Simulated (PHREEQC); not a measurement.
Spent oxide etchant (model solution)

Solution (25 °C): 120 mmol/kgw NH4HF2, 0.97 mmol/kgw H2SiF6, 0.058 mmol/kgw H3AsO4 and 16 mmol/kgw H2SO4. Closed to the air; pH follows from the charge balance.

Model: ion-association model, wateq4f.dat, run in PHREEQC.

No solid was allowed to form.

Q: Estimate the pH, activity of water, ionic strength.

A: pH 2.91; activity of water 0.994; ionic strength 0.128 mol/kgw.

Q: In which forms is S present?

A: SO4-2 64 %, NH4SO4- 33 %, HSO4- 3.5 % of the S.

Complexes and solids missing from the database can't appear. wateq4f.dat counts part of the HF as a dimer, H2F2, which phreeqc.dat doesn't know; its constant is uncertain. SiF6-2 is the database's only silicon fluoride.
